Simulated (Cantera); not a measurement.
## N2O furnace oxynitridation

An isothermal, constant-pressure homogeneous reactor starts with 7.14 % N2O, 0.0207 % H2, 92.8 % N2, at 1525 K and 1.00 atm.

Detailed kinetics in Cantera: GRI-Mech 3.0 (53 species, 325 reactions). GRI-Mech 3.0 was tuned for natural gas; its chemistry of N2O as a main component is partial and can be far from experiment.

| t (s) | x N2O | x H2 | x O | x H | x H2O |
|---|---|---|---|---|---|
| 4.00e-5 | 0.0713 | 0.000202 | 5.76e-5 | 5.72e-7 | 8.51e-7 |
| 0.000115 | 0.0709 | 0.000176 | 7.28e-5 | 1.38e-6 | 1.24e-5 |
| 0.000328 | 0.0696 | 9.49e-5 | 7.24e-5 | 1.51e-6 | 8.14e-5 |
| 0.000940 | 0.0664 | 1.69e-5 | 7.65e-5 | 6.70e-7 | 0.000170 |
| 0.00269 | 0.0581 | 5.11e-7 | 7.70e-5 | 3.65e-7 | 0.000194 |
| 0.00771 | 0.0404 | 1.06e-7 | 6.93e-5 | 3.51e-7 | 0.000193 |
| 0.0221 | 0.0159 | 9.16e-8 | 4.79e-5 | 2.59e-7 | 0.000192 |
| 0.0632 | 0.00205 | 3.20e-8 | 1.32e-5 | 4.71e-8 | 0.000195 |
| 0.181 | 2.10e-5 | 4.15e-9 | 1.23e-6 | 1.90e-9 | 0.000198 |
| 0.519 | 1.01e-7 | 3.15e-9 | 9.41e-7 | 1.33e-9 | 0.000199 |
| 1.49 | 1.01e-7 | 3.15e-9 | 9.41e-7 | 1.33e-9 | 0.000199 |
| 4.26 | 1.01e-7 | 3.15e-9 | 9.41e-7 | 1.33e-9 | 0.000199 |
| 12.2 | 1.01e-7 | 3.15e-9 | 9.42e-7 | 1.33e-9 | 0.000199 |
| 34.9 | 9.92e-8 | 3.15e-9 | 9.43e-7 | 1.33e-9 | 0.000199 |
| 100 | 9.58e-8 | 3.13e-9 | 9.46e-7 | 1.33e-9 | 0.000199 |
x: mole fraction; the columns are a selection and need not sum to one.

Equilibrium at this temperature and pressure: N2O 4.19e-8, H2 2.83e-9, O 1.05e-6, H 1.26e-9, H2O 0.000199 (gas phase only).
